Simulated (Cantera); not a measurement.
Cantera run:

```python
import numpy as np
import cantera as ct

gas_names = """
    CL CL2 H HCL H2 N NH NH2 NH3 N2 N2H2 N2H4 Si SiCL SiCL2 SiCL3 SiCL4 SiH SiHCL3 SiH2 SiH2CL2 SiH3
    SiH3CL SiH4 SiN Si2 Si2N Si3
""".split()
cond_names = """
    NH4CL(a) NH4CL(b) Si(cr) Si(L) Si3N4(a)
""".split()


# ... load() reads the species with a 1 bar reference pressure and builds the phases ...
atoms = {
    'SiH2Cl2': {'Si': 1, 'H': 2, 'CL': 2},
    'N2': {'N': 2},
}
top_T = {'Si3N4(a)': 2400}  # K; cautious upper limits of use, not melting points


# ... equilibrate(T, P, feed) seeds the gas with the atoms and calls Mixture.equilibrate('TP', solver="vcs", rtol=1e-11, max_steps=5000) ...
results = []
T = 2098  # K
P = 10000  # Pa
for m in [6.3, 8.7, 12, 17, 24, 33, 46, 65, 90]:
    feed = {'SiH2Cl2': 1, 'N2': m}  # mol
    mix = equilibrate(T, P, feed)
    results.append((T, P, feed, dict(zip(mix.species_names, mix.species_moles))))
    x = sorted(zip(gas.X, gas.species_names), reverse=True)
    print(f"T = {T:g} K  P = {P:g} Pa  n(N2) = {m:g} mol  gas = {mix.phase_moles(0):.4g} mol")
    print("   x: " + "  ".join(f"{s} {v:.3e}" for v, s in x if v > 0.001))
    print("   condensed (mol): " + ("  ".join(f"{mix.phase(i).name} {mix.phase_moles(i):.4g}"
          for i in range(1, mix.n_phases) if mix.phase_moles(i) > 1e-12) or "none"))
```

Output:

```
T = 2098 K  P = 10000 Pa  n(N2) = 6.3 mol  gas = 8.333 mol
   x: N2 7.560e-01  H2 8.853e-02  SiCL2 8.711e-02  HCL 5.996e-02  H 2.895e-03  SiCL 1.577e-03  CL 1.443e-03  Si 1.306e-03
   condensed (mol): Si(L) 0.2391
T = 2098 K  P = 10000 Pa  n(N2) = 8.7 mol  gas = 10.74 mol
   x: N2 8.100e-01  H2 6.855e-02  SiCL2 6.758e-02  HCL 4.647e-02  H 2.548e-03  SiCL 1.389e-03  Si 1.306e-03  CL 1.271e-03
   condensed (mol): Si(L) 0.2343
T = 2098 K  P = 10000 Pa  n(N2) = 12 mol  gas = 14.05 mol
   x: N2 8.541e-01  H2 5.229e-02  SiCL2 5.164e-02  HCL 3.548e-02  H 2.225e-03  Si 1.306e-03  SiCL 1.214e-03  CL 1.111e-03
   condensed (mol): Si(L) 0.2279
T = 2098 K  P = 10000 Pa  n(N2) = 17 mol  gas = 19.06 mol
   x: N2 8.917e-01  H2 3.843e-02  SiCL2 3.801e-02  HCL 2.610e-02  H 1.908e-03  Si 1.306e-03  SiCL 1.042e-03
   condensed (mol): Si(L) 0.2185
T = 2098 K  P = 10000 Pa  n(N2) = 24 mol  gas = 26.08 mol
   x: N2 9.202e-01  H2 2.799e-02  SiCL2 2.773e-02  HCL 1.902e-02  H 1.628e-03  Si 1.306e-03
   condensed (mol): Si(L) 0.2056
T = 2098 K  P = 10000 Pa  n(N2) = 33 mol  gas = 35.1 mol
   x: N2 9.401e-01  H2 2.072e-02  SiCL2 2.055e-02  HCL 1.409e-02  H 1.401e-03  Si 1.306e-03
   condensed (mol): Si(L) 0.1894
T = 2098 K  P = 10000 Pa  n(N2) = 46 mol  gas = 48.13 mol
   x: N2 9.557e-01  H2 1.505e-02  SiCL2 1.494e-02  HCL 1.024e-02  Si 1.306e-03  H 1.194e-03
   condensed (mol): Si(L) 0.1663
T = 2098 K  P = 10000 Pa  n(N2) = 65 mol  gas = 67.16 mol
   x: N2 9.677e-01  H2 1.072e-02  SiCL2 1.065e-02  HCL 7.297e-03  Si 1.306e-03  H 1.008e-03
   condensed (mol): Si(L) 0.1331
T = 2098 K  P = 10000 Pa  n(N2) = 90 mol  gas = 92.21 mol
   x: N2 9.759e-01  H2 7.762e-03  SiCL2 7.716e-03  HCL 5.284e-03  Si 1.306e-03
   condensed (mol): Si(L) 0.08977
```

Equilibrium computed with Cantera from the NASA thermochemical tables; the gas is ideal and each condensed phase is pure. The tables' values for SiCl, SiCl3, SiN are old estimates; treat these amounts as uncertain. Gases not in the tables: Si2H6 and higher silanes.
